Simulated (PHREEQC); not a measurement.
A solution holds 0.18 mol NaNO3 per kg of water, at 40 °C. Closed to the air; pH follows from the charge balance.

Model: ion-association model, phreeqc.dat, run in PHREEQC.

No solid was allowed to form.

Predict the activity of water.

activity of water 0.994.

At this temperature some constants are extrapolated from 25 °C, and those without enthalpy data are left unchanged.
